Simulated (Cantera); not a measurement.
Charge: 1 mol BF3, 0.3 mol N2, 110 mol H2, at 2075 K and 20.0 Pa.

Method: chemical equilibrium by Gibbs-energy minimisation in Cantera with the NASA 1993 tables (ideal gas, pure condensed phases). Candidate condensed phases: B, BN; 31 gas species. The tables' values for BF2 are old estimates; treat these amounts as uncertain. Equilibrium is a limit: real reactors are often held back by kinetics, nucleation or transport.

Base state: H2 0.804, H 0.169, HF 0.0161, BF 0.00797, N2 0.00245, BF2 0.000174 (mole fractions); condensed: gas only.

### Question
What changes in the equilibrium state with this change: pressure from 20.0 Pa to 110 Pa?

### Answer
```tsv
species	before	after
H2	0.804	0.896
H	0.169	0.0760
HF	0.0161	0.0167
BF	0.00797	0.00813
BF3	2.26e-6	1.22e-5
BF2	0.000174	0.000409
N2	0.00245	0.00257
```
